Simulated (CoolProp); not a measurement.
Chloromethane (R40) along the isotherm 362 K: Z from the reference equation and from simpler models built on Tc = 418.6 K, pc = 69.29 bar, ω = 0.150; each cubic takes its own stable root.

Values from CoolProp's reference Helmholtz-energy equation of state, Thol 2014.

```tsv
p (bar)	phase	reference
14.4	gas	0.8622
28.9	liquid	0.06375
43.3	liquid	0.09438
57.7	liquid	0.1245
72.2	liquid	0.1543
86.6	liquid	0.1834
101	liquid	0.2123
115	liquid	0.2400
130	liquid	0.2694
144	liquid	0.2965
159	liquid	0.3254
173	liquid	0.3521
```

Problem. How far does each simpler model (van der Waals, Soave-Redlich-Kwong) lie from the reference over these 12 states: mean and median of the absolute difference, and the worst?

Solution. 
- van der Waals: mean 138.6 %, median 52.0 %, worst +1128.1 % at 362 K and 28.9 bar
- Soave-Redlich-Kwong: mean 10.0 %, median 10.4 %, worst +13.0 % at 362 K and 28.9 bar

At some of these states van der Waals gives the other phase, because its saturation line lies elsewhere.
